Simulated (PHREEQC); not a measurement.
# Silver or lead bath: speciation

A solution holds 0.0011 mol Pb(NO3)2, 0.00012 mol KBr and 0.00011 mol Zn(NO3)2 per kg of water, at 9.1 °C. It is in equilibrium with CO2 at log p = -3.5 (atm). Otherwise closed; pH follows from the charge balance.

Computed with PHREEQC (ion-association model, phreeqc.dat).

```yaml
pH: 5.28
ionic_strength: 0.00368 mol/kgw
specific_conductance: 219 µS/cm
```

```tsv
species	molality	activity	log γ
NO3-	0.00239	0.00224	-0.028
Pb+2	0.00106	0.000822	-0.112
K+	0.000120	0.000112	-0.028
Br-	0.000116	0.000108	-0.028
Zn+2	0.000110	8.54e-5	-0.110
PbNO3+	2.90e-5	2.72e-5	-0.028
CO2	1.75e-5	1.75e-5	0.000
H+	5.56e-6	5.24e-6	-0.026
PbBr+	4.25e-6	3.99e-6	-0.028
PbOH+	3.26e-6	3.06e-6	-0.028
HCO3-	1.20e-6	1.13e-6	-0.027
PbHCO3+	7.85e-7	7.36e-7	-0.028
Pb2OH+3	1.00e-7	5.62e-8	-0.251
PbCO3	9.73e-8	9.73e-8	0.000
ZnHCO3+	1.29e-8	1.21e-8	-0.028
ZnOH+	5.33e-9	5.00e-9	-0.028
```

This is a speciation only: nothing precipitates in the calculation. Away from 25 °C the constants follow the database's enthalpies or fits; those with neither stay at their 25 °C values.
